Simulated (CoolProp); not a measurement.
The fluid at 293.15 K and 1.03 MPa flows at 18 m/s in a round tube of 1 mm bore and 45 µm roughness, fully developed (64/Re and Nu = 3.66 if laminar; Colebrook and Gnielinski if turbulent). The same conditions are run with several fluids, on thermodynamics alone (safety and materials aside).

Computed with CoolProp (reference Helmholtz-energy equation of state of each fluid (sulfur hexafluoride: Guder 2009; C2F6 (R116): Lemmon 2006; nitrogen: Span 2000; R13: Platzer 1990; carbon dioxide: Span 1996)). The equations of Platzer and Polt are older, rougher fits.

Problem. Rank sulfur hexafluoride, C2F6 (R116), nitrogen, R13, carbon dioxide by Reynolds number, highest first.

Solution. C2F6 (R116) (85600), sulfur hexafluoride (83900), R13 (62000), carbon dioxide (24000), nitrogen (12100)

| fluid | Darcy friction factor | pressure drop (Pa/m) | heat-transfer coefficient (W/(m² K)) | mass flow (kg/h) |
|---|---|---|---|---|
| sulfur hexafluoride | 0.0685 | 792000 | 9070 | 3.63 |
| C2F6 (R116) | 0.0685 | 738000 | 10300 | 3.39 |
| nitrogen | 0.0701 | 135000 | 2360 | 0.604 |
| R13 | 0.0686 | 549000 | 6320 | 2.52 |
| carbon dioxide | 0.0692 | 221000 | 3210 | 1.00 |

Transport values come from each fluid's own correlations; those of C2F6 (R116), R13 are estimates that may be off by 10 % or more.
